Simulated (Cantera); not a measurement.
Equilibrium for carbon deposition, reforming and gasification: toluene + H2O + H2

Charge: 1 mol toluene, 0.67 mol H2O, 39 mol H2, equilibrated at 3073 K and 1.00 bar.

Method: chemical equilibrium by Gibbs-energy minimisation in Cantera with the NASA 1993 tables (ideal gas, pure condensed phases). Candidate condensed phases: C, C6H6, C7H8, C8H18, H2O; 110 gas species. Rates play no part.

```json
{
 "x(H2)": "0.753",
 "x(H)": "0.171",
 "x(C2H2 (acetylene))": "0.0573",
 "x(CO)": "0.0138",
 "x(C2H)": "0.00247",
 "x(C4H2)": "0.00182",
 "x(C3)": "0.000661",
 "x(C2H2 (vinylidene))": "0.000213",
 "x(CH3)": "0.000144",
 "gas_amount": "48.58 mol",
 "log10 activity of C(graphite) (absent)": "0.00"
}
```
